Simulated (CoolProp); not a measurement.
n-perfluorohexane at 293.15 K and 0.00726 MPa is throttled through a valve to 0.00485 MPa with no heat exchange. Each further row changes one setting.

Model: reference Helmholtz-energy equation of state, Gao 2022, in CoolProp.

```json
[
 {"case": "as stated", "temperature change (K)": "___", "final density (kg/m³)": "___"},
 {"case": "outlet pressure 0.00145 MPa", "temperature change (K)": "___", "final density (kg/m³)": "0.201"},
 {"case": "outlet pressure 0.00631 MPa", "temperature change (K)": "-0.0", "final density (kg/m³)": "___"}
]
```

Task: What belongs in the gaps?

Result: 
- as stated, temperature change (K): -0.1
- as stated, final density (kg/m³): 0.676
- outlet pressure 0.00145 MPa, temperature change (K): -0.2
- outlet pressure 0.00631 MPa, final density (kg/m³): 0.880
